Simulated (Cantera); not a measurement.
What does this Cantera script print?

```python
import numpy as np
import cantera as ct

gas_names = [...]  # 87 gases of nasa_gas.yaml made of C, H, Si
cond_names = """
    C(gr) C6H6(L) C7H8(L) C8H18(L),n-octa Si(cr) Si(L) SiC(b)
""".split()


# ... load() reads the species with a 1 bar reference pressure and builds the phases ...
atoms = {
    'Si(CH3)4': {'Si': 1, 'C': 4, 'H': 12},
    'C2H4': {'C': 2, 'H': 4},
    'H2': {'H': 2},
}
top_T = {'C(gr)': 4500, 'SiC(b)': 3050}  # K; cautious upper limits of use, not melting points


# ... equilibrate(T, P, feed) seeds the gas with the atoms and calls Mixture.equilibrate('TP', solver="vcs", rtol=1e-11, max_steps=5000) ...
results = []
feed = {'Si(CH3)4': 1, 'C2H4': 0.2, 'H2': 40}  # mol
T = 1923.15  # K
P = 100000  # Pa
mix = equilibrate(T, P, feed)
results.append((T, P, feed, dict(zip(mix.species_names, mix.species_moles))))
x = sorted(zip(gas.X, gas.species_names), reverse=True)
print(f"T = {T:g} K  P = {P:g} Pa  gas = {mix.phase_moles(0):.4g} mol")
print("   x: " + "  ".join(f"{s} {v:.3e}" for v, s in x if v > 1e-06))
print("   condensed (mol): " + ("  ".join(f"{mix.phase(i).name} {mix.phase_moles(i):.4g}"
      for i in range(1, mix.n_phases) if mix.phase_moles(i) > 1e-12) or "none"))
```

Output:

```
T = 1923.15 K  P = 100000 Pa  gas = 46.4 mol
   x: H2 9.981e-01  H 9.422e-04  CH4 5.232e-04  C2H2,acetylene 4.510e-04  CH3 9.872e-06  C2H4 4.742e-06  SiH2 2.743e-06
   condensed (mol): C(gr) 3.333  SiC(b) 0.9998
```

Equilibrium computed with Cantera from the NASA thermochemical tables; the gas is ideal and each condensed phase is pure.
